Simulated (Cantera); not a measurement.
What does this Cantera script print?

```python
import numpy as np
import cantera as ct

gas = ct.Solution("gri30.yaml")
gas.TPX = 723, 810000, {'CH4': 1, 'O2': 2.47, 'N2': 8.4}
flame = ct.FreeFlame(gas, width=0.0092)
flame.set_refine_criteria(ratio=3, slope=0.08, curve=0.16)
flame.transport_model = "mixture-averaged"
flame.solve(loglevel=0, auto=True)
z, T = flame.grid, flame.T
thick = (T[-1] - T[0]) / np.gradient(T, z).max()
show = ['CH4', 'O2', 'C2H2', 'C2H', 'H', 'N2O']
print(f"laminar burning velocity  {flame.velocity[0] * 100:.3f} cm/s")
print(f"burnt temperature         {T[-1]:.1f} K")
print(f"thermal thickness         {thick * 1e3:.4f} mm")
print(f"grid points               {len(z)}")
z0 = z[flame.heat_release_rate.argmax()]
print(f"{'z/mm':>9s}{'T/K':>9s}{'u/(m/s)':>9s}" + "".join(f"{s:>11s}" for s in show))
rows = []
for k in (-3, -2, -1.5, -1, -0.5, -0.25, 0, 0.25, 0.5, 1, 2, 4, 8):
    zz = z0 + k * thick
    rows.append([k * thick, np.interp(zz, z, T), np.interp(zz, z, flame.velocity),
                 *(np.interp(zz, z, flame.X[gas.species_index(s)]) for s in show)])
    print(f"{rows[-1][0] * 1e3:9.3f}{rows[-1][1]:9.1f}{rows[-1][2]:9.3f}" + "".join(f"{x:11.3e}" for x in rows[-1][3:]))
```

Result:

```
laminar burning velocity  91.474 cm/s
burnt temperature         2399.4 K
thermal thickness         0.0604 mm
grid points               138
     z/mm      T/K  u/(m/s)        CH4         O2       C2H2        C2H          H        N2O
   -0.181    724.3    0.917  8.404e-02  2.078e-01  2.257e-08  9.367e-22  2.969e-12  7.084e-11
   -0.121    729.4    0.925  8.352e-02  2.072e-01  1.295e-07  4.945e-20  4.753e-11  4.255e-10
   -0.091    745.0    0.946  8.220e-02  2.058e-01  5.716e-07  3.467e-18  7.925e-10  1.998e-09
   -0.060    822.8    1.049  7.654e-02  1.990e-01  3.757e-06  1.832e-15  5.782e-08  1.440e-08
   -0.030   1182.8    1.522  5.267e-02  1.654e-01  2.790e-05  2.528e-11  1.415e-05  1.187e-07
   -0.015   1557.3    2.016  2.830e-02  1.268e-01  6.833e-05  5.319e-09  1.681e-04  2.914e-07
    0.000   1935.9    2.514  6.068e-03  8.289e-02  9.832e-05  2.040e-07  1.053e-03  5.965e-07
    0.015   2115.5    2.738  3.192e-04  5.877e-02  1.140e-05  9.217e-08  1.772e-03  1.000e-06
    0.030   2193.9    2.825  9.172e-06  5.070e-02  2.698e-07  3.054e-09  1.625e-03  1.299e-06
    0.060   2282.1    2.921  1.310e-08  4.537e-02  2.308e-10  2.878e-12  1.028e-03  1.488e-06
    0.121   2354.8    3.001  8.574e-13  4.220e-02  1.274e-14  1.441e-16  4.674e-04  1.429e-06
    0.242   2391.8    3.041  2.421e-14  4.074e-02  1.605e-17  1.586e-19  2.333e-04  1.208e-06
    0.483   2400.2    3.050  2.473e-15  4.038e-02  1.345e-18  1.267e-20  1.888e-04  1.121e-06
```

Detailed kinetics in Cantera: GRI-Mech 3.0 (53 species, 325 reactions). Burning velocities carry a grid error of a few per cent, more on coarse grids.
